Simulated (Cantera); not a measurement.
Charge: 1 mol SiC, 1 mol H₂O, 520 mol H₂, held at 1100 K and 0.100 bar.

Equilibrium computed with Cantera from the NASA thermochemical tables; the gas is ideal and each condensed phase is pure. Candidate condensed phases: C, C₆H₆, C₇H₈, C₈H₁₈, H₂O, Si, SiC, SiO₂; 123 gas species. Mutual solubility and eutectic melting of coexisting phases are not modelled. Equilibrium is a limit: real reactors are often held back by kinetics, nucleation or transport.

Base state: H₂ 0.999, CH₄ 0.000953 (mole fractions); condensed: SiC(s) + SiO₂(β-quartz).

Task: What changes in the equilibrium state with this change: temperature from 1100 K to 1475 K?

Result: 
```tsv
species	before	after
H₂	0.999	0.998
SiO	1.32e-8	0.000961
CO	4.74e-6	0.000950
H	8.17e-8	4.10e-5
CH₄	0.000953	1.21e-5
SiC(s), mol	0.501	0.498
SiO₂(β-quartz), mol	0.499	0
```
